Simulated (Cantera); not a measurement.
## Adiabatic ignition

An adiabatic, constant-pressure homogeneous reactor starts with 5.45 % CH₄, 0.709 % C₂H₆, 19.7 % O₂, 74.2 % N₂, equivalence ratio 0.68, at 1775 K and 1.80 bar.

Cantera simulation using GRI-Mech 3.0 (53 species, 325 reactions); the numbers are that mechanism's predictions, not measurements.

```
t (s)     T (K)   x CH₄    x C₂H₆    x O₂     x HO₂      x NO
--------  -----  ------  --------  ------  --------  --------
1.00e-6    1773  0.0545   0.00684   0.197   4.07e-6    <1e-12
4.64e-6    1767  0.0539   0.00588   0.196   6.51e-5  3.52e-11
2.15e-5    2085  0.0162  0.000115   0.143  0.000438   2.08e-7
0.000100   2706  <1e-12    <1e-12  0.0653   1.13e-5  0.000773
0.000464   2760  <1e-12    <1e-12  0.0626   1.28e-5   0.00505
0.00215    2749  <1e-12    <1e-12  0.0583   1.19e-5    0.0145
0.0100     2746  <1e-12    <1e-12  0.0572   1.17e-5    0.0170
0.0464     2746  <1e-12    <1e-12  0.0572   1.17e-5    0.0170
0.215      2746  <1e-12    <1e-12  0.0572   1.17e-5    0.0170
1.00       2746  <1e-12    <1e-12  0.0572   1.17e-5    0.0170
```
x: mole fraction; the columns are a selection and need not sum to one.

* **time of steepest temperature rise**: 23.1 µs
* **temperature at 1.00 s**: 2746 K
* **equilibrium temperature**: 2746 K
* **x(CH₄) at 1.00 s**: <1e-12 (gas-phase equilibrium <1e-12)
* **x(C₂H₆) at 1.00 s**: <1e-12 (gas-phase equilibrium <1e-12)
* **x(O₂) at 1.00 s**: 0.0572 (gas-phase equilibrium 0.0572)
